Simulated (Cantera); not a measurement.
Input (Python, Cantera):

```python
import numpy as np
import cantera as ct

gas = ct.Solution("gri30.yaml")
gas.TPX = 475, 500000, {'CO': 1, 'H2': 0.59, 'O2': 1.06, 'N2': 4.13}
flame = ct.FreeFlame(gas, width=0.013)
flame.set_refine_criteria(ratio=3, slope=0.08, curve=0.16)
flame.transport_model = "mixture-averaged"
flame.solve(loglevel=0, auto=True)
flame.transport_model = "multicomponent"
flame.soret_enabled = False
flame.solve(loglevel=0, refine_grid=True)
z, T = flame.grid, flame.T
thick = (T[-1] - T[0]) / np.gradient(T, z).max()
show = ['CO', 'H2', 'O2', 'H2O', 'NO', 'OH']
print(f"laminar burning velocity  {flame.velocity[0] * 100:.3f} cm/s")
print(f"burnt temperature         {T[-1]:.1f} K")
print(f"thermal thickness         {thick * 1e3:.4f} mm")
print(f"grid points               {len(z)}")
z0 = z[flame.heat_release_rate.argmax()]
print(f"{'z/mm':>9s}{'T/K':>9s}{'u/(m/s)':>9s}" + "".join(f"{s:>11s}" for s in show))
rows = []
for k in (-3, -2, -1.5, -1, -0.5, -0.25, 0, 0.25, 0.5, 1, 2, 4, 8):
    zz = z0 + k * thick
    rows.append([k * thick, np.interp(zz, z, T), np.interp(zz, z, flame.velocity),
                 *(np.interp(zz, z, flame.X[gas.species_index(s)]) for s in show)])
    print(f"{rows[-1][0] * 1e3:9.3f}{rows[-1][1]:9.1f}{rows[-1][2]:9.3f}" + "".join(f"{x:11.3e}" for x in rows[-1][3:]))
```

Output:

```
laminar burning velocity  82.886 cm/s
burnt temperature         2256.8 K
thermal thickness         0.1029 mm
grid points               120
     z/mm      T/K  u/(m/s)         CO         H2         O2        H2O         NO         OH
   -0.309    475.0    0.828  1.476e-01  8.635e-02  1.565e-01  1.846e-06  3.776e-12  5.789e-15
   -0.206    475.3    0.827  1.479e-01  8.434e-02  1.568e-01  2.588e-05  6.821e-11  3.277e-13
   -0.154    476.6    0.827  1.484e-01  8.108e-02  1.573e-01  1.243e-04  3.863e-10  3.917e-12
   -0.103    486.3    0.837  1.495e-01  7.266e-02  1.584e-01  9.019e-04  3.883e-09  2.736e-10
   -0.051    625.1    1.054  1.473e-01  4.955e-02  1.557e-01  1.142e-02  1.580e-07  1.781e-06
   -0.026    959.0    1.593  1.326e-01  3.083e-02  1.393e-01  3.444e-02  1.299e-06  2.527e-04
    0.000   1377.7    2.252  1.030e-01  1.347e-02  1.089e-01  6.390e-02  4.091e-06  1.704e-03
    0.026   1655.8    2.665  7.236e-02  5.190e-03  8.351e-02  7.874e-02  8.506e-06  4.019e-03
    0.051   1818.6    2.894  5.093e-02  3.256e-03  7.040e-02  8.240e-02  1.308e-05  5.521e-03
    0.103   1986.4    3.121  3.018e-02  2.533e-03  5.987e-02  8.466e-02  2.051e-05  6.322e-03
    0.206   2117.6    3.297  1.703e-02  1.633e-03  5.353e-02  8.797e-02  3.077e-05  5.662e-03
    0.412   2198.8    3.405  9.144e-03  8.662e-04  4.999e-02  9.063e-02  4.382e-05  4.344e-03
    0.824   2241.0    3.460  4.763e-03  4.613e-04  4.815e-02  9.207e-02  5.983e-05  3.288e-03
```

Computed with Cantera and GRI-Mech 3.0 (53 species, 325 reactions). The hydrogen kinetics of GRI-Mech 3.0 are dated; newer H2 mechanisms differ, most at raised pressure. Burning velocities carry a grid error of a few per cent, more on coarse grids.
